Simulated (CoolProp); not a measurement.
20 sccm (0 °C, 1 atm) of nitrogen bubbles through liquid n-hexane at 305.7 K and leaves saturated at a total pressure of 0.15 MPa (ideal gas phase). Each further row changes one setting.

Computed with CoolProp (reference Helmholtz-energy equation of state, Thol 2019).

```tsv
case	vapour pressure (kPa)	mole fraction of vapour	delivery (mg/min)	delivery (sccm)	change of delivery for a bath 1 K warmer (%)
as stated	27.7	0.185	17.4	4.53	5.1
bath temperature 310.7 K	33.9	0.226	22.4	5.83	5.2
total pressure 0.3 MPa	27.7	0.0924	7.83	2.04	4.6
```
